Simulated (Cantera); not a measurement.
Charge: 1 mol LiOH, a varied amount of H2, held at 2.60 bar.

Equilibrium computed with Cantera from the NASA thermochemical tables; the gas is ideal and each condensed phase is pure. Candidate condensed phases: H2O, Li, LiH, LiOH, Li2O; 17 gas species. Mutual solubility and eutectic melting of coexisting phases are not modelled. Rates play no part.

### Question
What condenses at these points (T in K, n(H2) in mol): (1598, 3.7); (1198, 0.93); (1048, 0.74); (1398, 2.3); (1348, 0.59)?

### Answer
```csv
T (K),n(H2) in mol,condensed phases,Li condensed (%)
1598,3.7,Li2O,93.4
1198,0.93,LiOH + Li2O,100.0
1048,0.74,LiOH + Li2O,100.0
1398,2.3,Li2O,99.1
1348,0.59,LiOH + Li2O,99.7
```
